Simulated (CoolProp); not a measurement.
CH3F (R41) at 298.15 K and 19.5 MPa is throttled through a valve to 2.99 MPa with no heat exchange. Each further row changes one setting.

Values from CoolProp's reference Helmholtz-energy equation of state, Lemmon 2006. It is a short technical equation, of lower accuracy than the large ones.

| case | temperature change (K) | final phase | final density (kg/m³) |
|---|---|---|---|
| as stated | ? | ? | ? |
| outlet pressure 0.897 MPa | ? | ? | 57.0 |
| outlet pressure 3.89 MPa | ? | ? | ? |

**Question.** Fill in the missing entries.

**Answer.** 
- as stated, temperature change (K): -10.2
- as stated, final phase: two-phase, vapour fraction 0.046
- as stated, final density (kg/m³): 451
- outlet pressure 0.897 MPa, temperature change (K): -52.3
- outlet pressure 0.897 MPa, final phase: two-phase, vapour fraction 0.297
- outlet pressure 3.89 MPa, temperature change (K): -5.4
- outlet pressure 3.89 MPa, final phase: liquid
- outlet pressure 3.89 MPa, final density (kg/m³): 607
